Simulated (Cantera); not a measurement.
Feed: 1 mol Si(CH3)4, 8.8 mol H2, 0.54 mol C2H4, held at 0.0990 bar.

Equilibrium computed with Cantera from the NASA thermochemical tables; the gas is ideal and each condensed phase is pure. Candidate condensed phases: C, C6H6, C7H8, C8H18, Si, SiC; 87 gas species. Gases not in the tables: Si2H6 and higher silanes. Equilibrium is a limit: real reactors are often held back by kinetics, nucleation or transport.

x: gas mole fraction; n: condensed amount in mol.

```
T (K)   x H2      x H  x C2H2 (acetylene)      x Si    x SiC2  n C(graphite)  n SiC(s)
-----  -----  -------  ------------------  --------  --------  -------------  --------
2023   0.993  0.00601                 [?]   3.43e-5   1.58e-6           4.05     0.999
2048   0.992  0.00709                 [?]   4.98e-5   2.56e-6           4.05     0.999
2073   0.990  0.00832                 [?]   7.16e-5   4.11e-6           4.04     0.998
2098   0.989  0.00972                 [?]  0.000102   6.53e-6           4.04     0.998
2123   0.987   0.0113                 [?]  0.000144   1.02e-5           4.03     0.997
2148   0.985   0.0131                 [?]  0.000203   1.59e-5           4.02     0.995
2173   0.982   0.0152                 [?]  0.000282   2.44e-5           4.02     0.994
2198   0.979   0.0175                 [?]  0.000390   3.72e-5           4.01     0.991
2223   0.976   0.0201                 [?]  0.000534   5.60e-5           4.00     0.988
2248   0.973   0.0230                 [?]  0.000727   8.35e-5           3.99     0.983
2273   0.969   0.0263                 [?]  0.000983  0.000123           3.98     0.977
2298   0.964   0.0299                 [?]   0.00132  0.000181           3.97     0.969
2323   0.959   0.0339                 [?]   0.00176  0.000263           3.96     0.958
2348   0.953   0.0383                 [?]   0.00234  0.000379           3.95     0.943
```

Question: Some entries are withheld; supply them.

Answer: 
- 2023, x C2H2 (acetylene): 0.000887
- 2048, x C2H2 (acetylene): 0.00104
- 2073, x C2H2 (acetylene): 0.00121
- 2098, x C2H2 (acetylene): 0.00141
- 2123, x C2H2 (acetylene): 0.00163
- 2148, x C2H2 (acetylene): 0.00189
- 2173, x C2H2 (acetylene): 0.00217
- 2198, x C2H2 (acetylene): 0.00248
- 2223, x C2H2 (acetylene): 0.00283
- 2248, x C2H2 (acetylene): 0.00322
- 2273, x C2H2 (acetylene): 0.00365
- 2298, x C2H2 (acetylene): 0.00412
- 2323, x C2H2 (acetylene): 0.00464
- 2348, x C2H2 (acetylene): 0.00521
